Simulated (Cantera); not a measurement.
Input (Python, Cantera) and output of one run.

```python
import numpy as np
import cantera as ct

gas_names = [...]  # 113 gases of nasa_gas.yaml made of C, H, O, Ti
cond_names = """
    C(gr) C6H6(L) C7H8(L) C8H18(L),n-octa H2O(s) H2O(L) Ti(a) Ti(b) Ti(L) TiC(s) TiC(L) TiO(a) TiO(b)
    TiO(L) TiO2(ru) TiO2(L) Ti2O3(a) Ti2O3(b) Ti2O3(L) Ti3O5(a) Ti3O5(b) Ti3O5(L) Ti4O7(s) Ti4O7(L)
""".split()


# ... load() reads the species with a 1 bar reference pressure and builds the phases ...
atoms = {
    'TiC': {'Ti': 1, 'C': 1},
    'H2': {'H': 2},
    'H2O': {'H': 2, 'O': 1},
}
top_T = {'C(gr)': 4500}  # K; cautious upper limits of use, not melting points


# ... equilibrate(T, P, feed) seeds the gas with the atoms and calls Mixture.equilibrate('TP', solver="vcs", rtol=1e-11, max_steps=5000) ...
results = []
feed = {'TiC': 1, 'H2': 0.3, 'H2O': 0.0092}  # mol
P = 1333.22  # Pa
for T in [1473, 1498, 1523, 1548, 1573, 1598, 1623, 1648, 1673, 1698, 1723, 1748, 1773]:
    mix = equilibrate(T, P, feed)
    results.append((T, P, feed, dict(zip(mix.species_names, mix.species_moles))))
    x = sorted(zip(gas.X, gas.species_names), reverse=True)
    print(f"T = {T:g} K  P = {P:g} Pa  gas = {mix.phase_moles(0):.4g} mol")
    print("   x: " + "  ".join(f"{s} {v:.3e}" for v, s in x if v > 0.0001))
    print("   condensed (mol): " + ("  ".join(f"{mix.phase(i).name} {mix.phase_moles(i):.4g}"
          for i in range(1, mix.n_phases) if mix.phase_moles(i) > 1e-12) or "none"))
```

It prints:

```
T = 1473 K  P = 1333.22 Pa  gas = 0.3129 mol
   x: H2 9.881e-01  CO 1.175e-02  H 1.089e-04
   condensed (mol): TiC(s) 0.9963  Ti2O3(b) 0.001839
T = 1498 K  P = 1333.22 Pa  gas = 0.3129 mol
   x: H2 9.881e-01  CO 1.175e-02  H 1.479e-04
   condensed (mol): TiC(s) 0.9963  Ti2O3(b) 0.001839
T = 1523 K  P = 1333.22 Pa  gas = 0.3129 mol
   x: H2 9.880e-01  CO 1.175e-02  H 1.990e-04
   condensed (mol): TiC(s) 0.9963  Ti2O3(b) 0.001839
T = 1548 K  P = 1333.22 Pa  gas = 0.3129 mol
   x: H2 9.880e-01  CO 1.175e-02  H 2.651e-04
   condensed (mol): TiC(s) 0.9963  Ti2O3(b) 0.001839
T = 1573 K  P = 1333.22 Pa  gas = 0.3129 mol
   x: H2 9.879e-01  CO 1.175e-02  H 3.500e-04
   condensed (mol): TiC(s) 0.9963  Ti2O3(b) 0.001838
T = 1598 K  P = 1333.22 Pa  gas = 0.3129 mol
   x: H2 9.878e-01  CO 1.175e-02  H 4.582e-04
   condensed (mol): TiC(s) 0.9963  Ti2O3(b) 0.001838
T = 1623 K  P = 1333.22 Pa  gas = 0.313 mol
   x: H2 9.876e-01  CO 1.175e-02  H 5.949e-04
   condensed (mol): TiC(s) 0.9963  Ti2O3(b) 0.001838
T = 1648 K  P = 1333.22 Pa  gas = 0.3139 mol
   x: H2 9.846e-01  CO 1.464e-02  H 7.653e-04
   condensed (mol): TiC(s) 0.9954  TiO(b) 0.004596
T = 1673 K  P = 1333.22 Pa  gas = 0.3139 mol
   x: H2 9.844e-01  CO 1.464e-02  H 9.785e-04
   condensed (mol): TiC(s) 0.9954  TiO(b) 0.004596
T = 1698 K  P = 1333.22 Pa  gas = 0.314 mol
   x: H2 9.841e-01  CO 1.464e-02  H 1.242e-03
   condensed (mol): TiC(s) 0.9954  TiO(b) 0.004596
T = 1723 K  P = 1333.22 Pa  gas = 0.314 mol
   x: H2 9.838e-01  CO 1.463e-02  H 1.566e-03
   condensed (mol): TiC(s) 0.9954  TiO(b) 0.004596
T = 1748 K  P = 1333.22 Pa  gas = 0.3141 mol
   x: H2 9.834e-01  CO 1.463e-02  H 1.962e-03
   condensed (mol): TiC(s) 0.9954  TiO(b) 0.004596
T = 1773 K  P = 1333.22 Pa  gas = 0.3142 mol
   x: H2 9.829e-01  CO 1.463e-02  H 2.443e-03
   condensed (mol): TiC(s) 0.9954  TiO(b) 0.004596
```

Method: chemical equilibrium by Gibbs-energy minimisation in Cantera with the NASA 1993 tables (ideal gas, pure condensed phases). Mutual solubility and eutectic melting of coexisting phases are not modelled. TiC, TiO: taken at fixed stoichiometry. Condensed phases not in the tables: solid solutions among these carbides, nitrides and lower oxides.
